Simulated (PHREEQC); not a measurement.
Acid mine or pickling water

A made-up water analysis in mg/kgw, 20 °C, pH 2.9, pe 11.2: Na 367; K 431; Ca 60.4; Mg 80; Cl 298; S(6) as SO4 1510; Li 0.0845; Al 14.2.

Valence states are taken as typed.

Equilibrium calculation in PHREEQC: ion-association model, wateq4f.dat.

Each row changes one thing in this solution. Precipitation was switched off in this run.

```
case                                             ionic strength (mol/kgw)  SO4-2 (mol/kgw)  K+ (mol/kgw)  Mg+2 (mol/kgw)  MgSO4 (mol/kgw)  Ca+2 (mol/kgw)  SI of Gypsum (CaSO4:2H2O)  SI of Epsomite (MgSO4:7H2O)
-----------------------------------------------  ------------------------  ---------------  ------------  --------------  ---------------  --------------  -------------------------  ---------------------------
as made                                                            0.0496           0.0120        0.0106         0.00212          0.00117         0.00100                      -0.99                        -3.07
all concentrations times 2 at the same typed pH                    0.0945           0.0227        0.0209         0.00381          0.00277         0.00183                      -0.62                        -2.69
Mg from 80 to 40 mg/kgw                                            0.0483           0.0125        0.0106         0.00104         0.000606        0.000984                      -0.98                        -3.35
Ca from 60.4 to 121 mg/kgw                                         0.0510           0.0116        0.0107         0.00215          0.00114         0.00204                      -0.71                        -3.08
```

Complexes and solids missing from the database can't appear.
